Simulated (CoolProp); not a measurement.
Tetradecamethylhexasiloxane (MD4M) at 298.15 K and 14.3 MPa is throttled through a valve to 3.53 MPa with no heat exchange. Each further row changes one setting.

Values from CoolProp's reference Helmholtz-energy equation of state, Thol 2019.

```
case                      temperature change (K)  final density (kg/m³)
------------------------  ----------------------  ---------------------
as stated                                   +4.9                      …
outlet pressure 1.06 MPa                       …                      …
outlet pressure 4.59 MPa                       …                    888
```

Problem. What belongs in the gaps?

Solution. 
- as stated, final density (kg/m³): 886
- outlet pressure 1.06 MPa, temperature change (K): +6.0
- outlet pressure 1.06 MPa, final density (kg/m³): 882
- outlet pressure 4.59 MPa, temperature change (K): +4.4
